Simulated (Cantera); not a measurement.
A diamond (100) surface in a fixed gas of H2 with x(CH4) = 0.016, x(H) = 0.012, x(CH3) = 4.5e-05, 0.0474 atm; coverages are run to steady state.

Cantera simulation using the Harris–Goodwin 1993 mechanism for the reconstructed diamond (100) surface; the numbers are that mechanism's predictions, not measurements.

One state of this run: growth (µm/h) = 0.759; θ c6HH = 0.393; θ c6H* = 0.0466; θ c6*H = 0.518; θ c6** = 0.0416; θ c6HM = 0.000145. θ: site fractions in the mechanism's names (c6HH fully hydrogenated, c6H* and c6*H radical sites, c6** diradical, c6HM methylated).

Which value of T (K) does it belong to?
(A) 1200
(B) 900
(C) 975
(D) 1275

D, 1275
